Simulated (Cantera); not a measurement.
A closed system holds: 1 mol PbO, 0.057 mol O₂, 1.8 mol H₂, held at 750 Torr.

Cantera equilibrium calculation (NASA polynomials, part measured and part estimated; ideal gas, pure solids and liquids). Candidate condensed phases: H₂O, Pb, PbO, PbO₂, Pb₃O₄; 12 gas species. The numbers say what is thermodynamically allowed, not how fast it happens.

Question: Which condensed phases are stable at each of these points (T (K)): 473, 573, 673, 773, 873, 973, 1073, 1173, 1273, 1373?

Answer: 
| T (K) | condensed phases | Pb condensed (%) |
|---|---|---|
| 473 | Pb(s) | 100.0 |
| 573 | Pb(s) | 100.0 |
| 673 | Pb(l) | 100.0 |
| 773 | Pb(l) | 100.0 |
| 873 | Pb(l) | 100.0 |
| 973 | Pb(l) | 100.0 |
| 1073 | Pb(l) | 100.0 |
| 1173 | Pb(l) | 99.9 |
| 1273 | Pb(l) | 99.7 |
| 1373 | Pb(l) | 98.8 |

From 473 K to 573 K the condensed part is Pb(s). From 673 K to 1373 K the condensed part is Pb(l).
